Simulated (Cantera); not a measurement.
Premixed flame

A freely propagating, adiabatic, planar premixed flame of H2 : O2 : N2 = 1 : 0.238 : 0.895 (molar parts), unburnt at 450 K and 0.355 atm; mixture-averaged transport, grid criteria slope 0.08 and curve 0.16, no radiation.

Detailed kinetics in Cantera: the H2/O2 subset of GRI-Mech 3.0, which has no nitrogen chemistry. Burning velocities carry a grid error of a few per cent, more on coarse grids.

| z (mm) | T (K) | u (m/s) | x H2 | x O2 | x OH | x H2O | x H2O2 | x HO2 |
|---|---|---|---|---|---|---|---|---|
| -4.66 | 450 | 5.00 | 0.469 | 0.112 | <1e-8 | <1e-8 | <1e-8 | <1e-8 |
| -3.10 | 450 | 5.00 | 0.469 | 0.112 | <1e-8 | <1e-8 | <1e-8 | <1e-8 |
| -2.33 | 450 | 5.00 | 0.469 | 0.112 | <1e-8 | <1e-8 | <1e-8 | <1e-8 |
| -1.55 | 450 | 5.00 | 0.469 | 0.112 | <1e-8 | 1.83e-8 | <1e-8 | 7.75e-8 |
| -0.776 | 468 | 5.17 | 0.466 | 0.112 | 5.89e-5 | 0.000651 | 4.76e-6 | 0.000153 |
| -0.388 | 702 | 7.60 | 0.434 | 0.105 | 0.000507 | 0.0199 | 1.04e-5 | 8.30e-5 |
| 0 | 1107 | 11.6 | 0.326 | 0.0673 | 0.00154 | 0.103 | 5.87e-7 | 2.89e-5 |
| 0.388 | 1366 | 14.3 | 0.231 | 0.0130 | 0.00273 | 0.207 | 3.50e-7 | 5.38e-6 |
| 0.776 | 1467 | 15.3 | 0.217 | 0.00184 | 0.00283 | 0.231 | 2.32e-7 | 7.16e-7 |
| 1.55 | 1569 | 16.2 | 0.223 | 0.000530 | 0.00324 | 0.235 | 1.90e-7 | 1.97e-7 |
| 3.10 | 1680 | 17.2 | 0.233 | 0.000396 | 0.00353 | 0.237 | 1.32e-7 | 1.39e-7 |
| 6.21 | 1794 | 18.2 | 0.243 | 0.000267 | 0.00349 | 0.240 | 7.66e-8 | 9.31e-8 |
| 12.4 | 1897 | 19.1 | 0.252 | 0.000153 | 0.00309 | 0.242 | 3.96e-8 | 5.70e-8 |
x: mole fraction of selected species; z is measured from the peak of heat release.

| Item | Result |
|---|---|
| laminar burning velocity | 500 cm/s |
| thermal thickness | 1.55 mm |
| peak x(OH) | 0.00356 |
| peak x(H2O2) | 1.46e-5 |
| peak x(HO2) | 0.000173 |
| grid points | 138 |
